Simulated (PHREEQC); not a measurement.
Consider water at 25 °C with 30 mmol/kgw H3PO4 and 6 mmol/kgw Na2SO4. Closed to the air; pH follows from the charge balance.

Model: ion-association model, phreeqc.dat, run in PHREEQC.

This is a speciation only: nothing precipitates in the calculation.

Q: Predict the pH.

A: pH 2.01.

Q: In which forms is S present?

A: SO4-2 61 %, HSO4- 37 %, NaSO4- 2.0 % of the S.
